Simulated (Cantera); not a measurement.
**Equilibrium for thermal oxidation and active oxidation of silicon: Si + H2O + N2**

A closed system holds: 1 mol Si, 0.021 mol H2O, 180 mol N2, at 16.0 mbar.

Cantera equilibrium calculation (NASA polynomials, part measured and part estimated; ideal gas, pure solids and liquids). Candidate condensed phases: H2O, Si, SiO2, Si2N2O, Si3N4; 35 gas species. The tables' values for SiN are old estimates; treat these amounts as uncertain. The numbers say what is thermodynamically allowed, not how fast it happens.

```tsv
T (°C)	x N2	x Si	x H	x Si2N	x SiN	x SiO	x H2	x Si2	n Si3N4(s)	n Si(l)
1450	1.000	1.72e-5	1.51e-5	6.00e-7	1.22e-6	0.000117	0.000109	2.28e-8	0.325	0
1500	1.000	6.64e-5	2.31e-5	3.33e-6	4.03e-6	0.000117	0.000105	1.84e-7	0.322	0
1550	0.999	0.000238	3.42e-5	1.68e-5	1.24e-5	0.000117	9.97e-5	1.32e-6	0.309	0
1600	0.999	0.000551	4.89e-5	3.73e-5	2.51e-5	0.000117	9.18e-5	4.11e-6	0	0.860
1650	0.999	0.00106	6.75e-5	5.97e-5	4.22e-5	0.000117	8.22e-5	9.06e-6	0	0.754
1700	0.998	0.00197	8.97e-5	9.33e-5	6.92e-5	0.000116	7.08e-5	1.91e-5	0	0.568
1750	0.996	0.00356	0.000114	0.000142	0.000111	0.000116	5.79e-5	3.89e-5	0	0.246
1800	0.994	0.00489	0.000140	0.000131	0.000136	0.000116	4.51e-5	4.72e-5	0	0
1850	0.994	0.00506	0.000164	7.08e-5	0.000126	0.000116	3.33e-5	3.30e-5	0	0
```
x: gas mole fraction; n: condensed amount in mol.

From 1450 °C to 1550 °C the condensed part is Si3N4(s). From 1600 °C to 1750 °C the condensed part is Si(l). From 1800 °C to 1850 °C nothing is condensed. The main Si-bearing gas is SiO at 1450 °C and Si at 1850 °C.
